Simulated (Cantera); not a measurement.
A Cantera script and what it prints.

```python
import numpy as np
import cantera as ct

gas_names = """
    B BH BH2 BH3 BN B2 H H2 N NH NH2 NH3 N2 N2H2 N2H4
""".split()
cond_names = """
    B(b) B(L) BN(s)
""".split()


# ... load() reads the species with a 1 bar reference pressure and builds the phases ...
atoms = {
    'borazine': {'B': 3, 'N': 3, 'H': 6},
    'H2': {'H': 2},
    'NH3': {'N': 1, 'H': 3},
}
top_T = {'BN(s)': 3200}  # K; cautious upper limits of use, not melting points


# ... equilibrate(T, P, feed) seeds the gas with the atoms and calls Mixture.equilibrate('TP', solver="vcs", rtol=1e-11, max_steps=5000) ...
results = []
feed = {'borazine': 1, 'H2': 7.4, 'NH3': 1.9}  # mol
T = 2300  # K
P = 16  # Pa
mix = equilibrate(T, P, feed)
results.append((T, P, feed, dict(zip(mix.species_names, mix.species_moles))))
print(gas.report(threshold=1e-05))
for i in range(1, mix.n_phases):
    print(f"{mix.phase(i).name:16s} {mix.phase_moles(i):12.5e} mol")
```

Result:

```
       temperature   2300 K
          pressure   16 Pa
           density   4.1706e-06 kg/m^3
  mean mol. weight   4.9847 kg/kmol
   phase of matter   gas

                          1 kg             1 kmol
                     ---------------   ---------------
          enthalpy        3.7894e+07        1.8889e+08  J
   internal energy        3.4058e+07        1.6977e+08  J
           entropy             53398        2.6617e+05  J/K
    Gibbs function       -8.4921e+07       -4.2331e+08  J
 heat capacity c_p            5572.5             27777  J/K
 heat capacity c_v            3904.5             19463  J/K

                      mass frac. Y      mole frac. X     chem. pot. / RT
                     ---------------   ---------------   ---------------
                 B           0.13745          0.063379            -3.602
                BH         0.0010057        0.00042421           -18.445
               BH2         0.0019466        0.00075654           -33.288
                BN        0.00073234         0.0001471           -22.786
                 H          0.093316           0.46146           -14.843
                H2           0.14713           0.36379           -29.686
                N2            0.6184           0.11004           -38.369
     [   +8 minor]         2.456e-05        6.0987e-06

B(b)              1.56000e+00 mol
BN(s)             0.00000e+00 mol
```

Cantera equilibrium calculation (NASA polynomials, part measured and part estimated; ideal gas, pure solids and liquids). The feed counts by its element totals alone. The tables' values for BH2 are old estimates; treat these amounts as uncertain.
